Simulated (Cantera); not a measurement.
An isothermal, constant-pressure homogeneous reactor starts with 16.7 % CH4, 60.0 % H2O, 23.3 % H2, at 1675 K and 9.87 atm.

Computed with Cantera and GRI-Mech 3.0 (53 species, 325 reactions).

Task: Predict: x(CH4) at 2.00 s; x(H2O) at 2.00 s; x(H2) at 2.00 s; x(C2H6) at 2.00 s.

Result: 
| Property | Result |
|---|---|
| x(CH4) at 2.00 s | 0.00716 (gas-phase equilibrium 4.19e-6) |
| x(H2O) at 2.00 s | 0.320 (gas-phase equilibrium 0.307) |
| x(H2) at 2.00 s | 0.554 (gas-phase equilibrium 0.568) |
| x(C2H6) at 2.00 s | 5.60e-7 (gas-phase equilibrium <1e-12) |
